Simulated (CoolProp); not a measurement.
n-perfluorohexane along the isotherm 7.05 °C: fugacity coefficient from the reference equation and from simpler models built on Tc = 174.9 °C, pc = 17.42 bar, ω = 0.497; each cubic takes its own stable root.

Model: reference Helmholtz-energy equation of state, Gao 2022, in CoolProp.

| p (bar) | phase | reference |
|---|---|---|
| 3.11 | liquid | 0.04089 |
| 6.22 | liquid | 0.02099 |
| 9.33 | liquid | 0.01436 |
| 12.4 | liquid | 0.01109 |
| 15.5 | liquid | 0.009103 |
| 18.7 | liquid | 0.007750 |
| 21.8 | liquid | 0.006823 |
| 24.9 | liquid | 0.006130 |
| 28 | liquid | 0.005594 |
| 31.1 | liquid | 0.005169 |
| 34.2 | liquid | 0.004823 |
| 37.3 | liquid | 0.004538 |
| 40.4 | liquid | 0.004300 |
| 43.5 | liquid | 0.004098 |

**Question.** How far does each simpler model (Redlich-Kwong, Soave-Redlich-Kwong, Peng-Robinson) lie from the reference over these 14 states: mean and median of the absolute difference, and the worst?

**Answer.** 
- Redlich-Kwong: mean 338.6 %, median 338.7 %, worst +354.4 % at 7.05 °C and 43.5 bar
- Soave-Redlich-Kwong: mean 2.9 %, median 2.9 %, worst +5.4 % at 7.05 °C and 43.5 bar
- Peng-Robinson: mean 4.0 %, median 4.0 %, worst +4.3 % at 7.05 °C and 43.5 bar
